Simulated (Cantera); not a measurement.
What does this Cantera script print?

```python
import numpy as np
import cantera as ct

gas_names = """
    AL ALH ALN ALO ALOH ALO2 ALO2H AL2 AL2O AL2O2 H HALO HNO HNO2 HNO3 HO2 H2 H2O H2O2 N NH NH2 NH3
    NH2OH NO NO2 NO3 N2 N2H2 N2H4 N2O O OH O2 O3
""".split()
cond_names = """
    AL(cr) AL(L) ALN(s) AL2O3(a) AL2O3(L) H2O(s) H2O(L)
""".split()


# ... load() reads the species with a 1 bar reference pressure and builds the phases ...
atoms = {
    'Al': {'AL': 1},
    'H2O': {'H': 2, 'O': 1},
    'N2': {'N': 2},
}
top_T = {'ALN(s)': 2750}  # K; cautious upper limits of use, not melting points


# ... equilibrate(T, P, feed) seeds the gas with the atoms and calls Mixture.equilibrate('TP', solver="vcs", rtol=1e-11, max_steps=5000) ...
results = []
feed = {'Al': 1, 'H2O': 0.29, 'N2': 17}  # mol
T = 925  # K
P = 210  # Pa
mix = equilibrate(T, P, feed)
results.append((T, P, feed, dict(zip(mix.species_names, mix.species_moles))))
x = sorted(zip(gas.X, gas.species_names), reverse=True)
print(f"T = {T:g} K  P = {P:g} Pa  gas = {mix.phase_moles(0):.4g} mol")
print("   x: " + "  ".join(f"{s} {v:.3e}" for v, s in x if v > 1e-05))
print("   condensed (mol): " + ("  ".join(f"{mix.phase(i).name} {mix.phase_moles(i):.4g}"
      for i in range(1, mix.n_phases) if mix.phase_moles(i) > 1e-12) or "none"))
```

It prints:

```
T = 925 K  P = 210 Pa  gas = 16.89 mol
   x: N2 9.828e-01  H2 1.717e-02
   condensed (mol): ALN(s) 0.8067  AL2O3(a) 0.09667
```

These are equilibrium values from Cantera (NASA tables, ideal gas, pure condensed phases), not measurements of a reactor.
